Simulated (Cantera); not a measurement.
Cantera run, input and output.

```python
import numpy as np
import cantera as ct

gas = ct.Solution("gri30.yaml")
gas.TPX = 1375, 18000, {'N2O': 1}
reactor = ct.IdealGasConstPressureReactor(gas, energy="off", clone=False)
net = ct.ReactorNet([reactor])
net.rtol, net.atol = 1e-08, 1e-18
show = ['N2O', 'NO2', 'O', 'NO', 'O2', 'N2']
times = np.geomspace(0.0003, 200, 13)

steps = ct.SolutionArray(gas, extra=["t"])
rows = []
print(f"{'t/s':>10s}{'T/K':>9s}{'P/Pa':>11s}" + "".join(f"{s:>11s}" for s in show))
for t in times:
    while net.time < t:
        t_next = net.step()
        steps.append(gas.state, t=t_next)
    rows.append([np.interp(t, steps.t, y) for y in (steps.T, steps.P, *steps(*show).X.T)])
    print(f"{t:10.3e}{rows[-1][0]:9.1f}{rows[-1][1]:11.4g}" + "".join(f"{x:11.3e}" for x in rows[-1][2:]))
rate = np.gradient(steps.T, steps.t)
print("integrator steps:", len(steps.t))
if steps.T.max() > steps.T[0] + 200:
    print(f"time of steepest temperature rise: {steps.t[rate.argmax()]:.4e} s")
gas.TPX = 1375, 18000, {'N2O': 1}
gas.equilibrate("TP")
print(f"equilibrium (TP): T = {gas.T:.1f} K  " + "  ".join(f"{s} {gas[s].X[0]:.3e}" for s in show))
```

It prints:

```
       t/s      T/K       P/Pa        N2O        NO2          O         NO         O2         N2
 3.000e-04   1375.0    1.8e+04  9.991e-01  2.673e-09  1.908e-05  1.022e-04  2.258e-04  5.218e-04
 9.172e-04   1375.0    1.8e+04  9.973e-01  2.663e-08  1.908e-05  3.267e-04  7.214e-04  1.625e-03
 2.804e-03   1375.0    1.8e+04  9.918e-01  2.359e-07  1.908e-05  1.009e-03  2.229e-03  4.982e-03
 8.572e-03   1375.0    1.8e+04  9.751e-01  1.768e-06  1.907e-05  3.063e-03  6.768e-03  1.509e-02
 2.621e-02   1375.0    1.8e+04  9.263e-01  9.505e-06  1.902e-05  9.052e-03  2.002e-02  4.461e-02
 8.012e-02   1375.0    1.8e+04  7.960e-01  3.368e-05  1.887e-05  2.501e-02  5.546e-02  1.235e-01
 2.449e-01   1375.0    1.8e+04  5.203e-01  8.701e-05  1.832e-05  5.845e-02  1.306e-01  2.905e-01
 7.489e-01   1375.0    1.8e+04  1.745e-01  1.573e-04  1.577e-05  9.860e-02  2.257e-01  5.010e-01
 2.289e+00   1375.0    1.8e+04  1.560e-02  2.166e-04  5.388e-06  1.124e-01  2.717e-01  6.000e-01
 6.999e+00   1375.0    1.8e+04  1.012e-04  4.332e-04  8.268e-07  1.121e-01  2.769e-01  6.105e-01
 2.140e+01   1375.0    1.8e+04  3.490e-06  4.413e-04  7.968e-07  1.120e-01  2.770e-01  6.106e-01
 6.542e+01   1375.0    1.8e+04  3.469e-06  4.401e-04  7.971e-07  1.117e-01  2.771e-01  6.108e-01
 2.000e+02   1375.0    1.8e+04  3.407e-06  4.366e-04  7.978e-07  1.107e-01  2.776e-01  6.113e-01
integrator steps: 1296
equilibrium (TP): T = 1375.0 K  N2O 1.828e-08  NO2 3.162e-06  O 8.713e-07  NO 7.310e-04  O2 3.330e-01  N2 6.663e-01
```

Detailed kinetics in Cantera: GRI-Mech 3.0 (53 species, 325 reactions). GRI-Mech 3.0 was tuned for natural gas; its chemistry of N2O as a main component is partial and can be far from experiment. The mechanism lacks the step 2 NO + O2 → 2 NO2, which can matter for NO2 below about 1400 K. The temperature is held fixed by assumption; the heat of reaction is taken as removed at once.
